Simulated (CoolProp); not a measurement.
Model: reference Helmholtz-energy equation of state, Lemmon 2005, in CoolProp. It is a short technical equation, of lower accuracy than the large ones.

**Question.** For cis-2-butene, give the phase and the Z, cp (kJ/(kg K)), cv (kJ/(kg K)), speed of sound (m/s) at 426.4 K and 5.3 MPa.

**Answer.** 
- 426.4 K and 5.3 MPa: liquid; Z 0.202, cp 3.55, cv 1.97, speed of sound 338
